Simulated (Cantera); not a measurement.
CuO + H2 (hydrogen reduction and annealing atmospheres)

Feed: 1 mol CuO, 7.4 mol H2, held at 1.33 mbar.

These are equilibrium values from Cantera (NASA tables, ideal gas, pure condensed phases), not measurements of a reactor. Candidate condensed phases: Cu, CuO, Cu(OH)2, Cu2O, H2O; 12 gas species. The numbers say what is thermodynamically allowed, not how fast it happens.

From 1473 K to 1673 K the condensed part is Cu(l). From 1723 K to 2123 K nothing is condensed. The main Cu-bearing gas is Cu throughout.

| T (K) | x H2 | x H2O | x Cu | x H | n Cu(l) |
|---|---|---|---|---|---|
| 1473 | 0.861 | 0.135 | 0.00388 | 0.000322 | 0.971 |
| 1523 | 0.857 | 0.134 | 0.00903 | 0.000586 | 0.932 |
| 1573 | 0.847 | 0.132 | 0.0199 | 0.00102 | 0.850 |
| 1623 | 0.827 | 0.129 | 0.0417 | 0.00172 | 0.678 |
| 1673 | 0.790 | 0.124 | 0.0834 | 0.00277 | 0.325 |
| 1723 | 0.758 | 0.119 | 0.119 | 0.00435 | 0 |
| 1773 | 0.756 | 0.119 | 0.118 | 0.00677 | 0 |
| 1823 | 0.753 | 0.118 | 0.118 | 0.0103 | 0 |
| 1873 | 0.748 | 0.118 | 0.118 | 0.0153 | 0 |
| 1923 | 0.742 | 0.117 | 0.118 | 0.0222 | 0 |
| 1973 | 0.734 | 0.117 | 0.117 | 0.0317 | 0 |
| 2023 | 0.723 | 0.116 | 0.116 | 0.0442 | 0 |
| 2073 | 0.709 | 0.114 | 0.115 | 0.0606 | 0 |
| 2123 | 0.690 | 0.112 | 0.114 | 0.0816 | 0 |
x: gas mole fraction; n: condensed amount in mol.
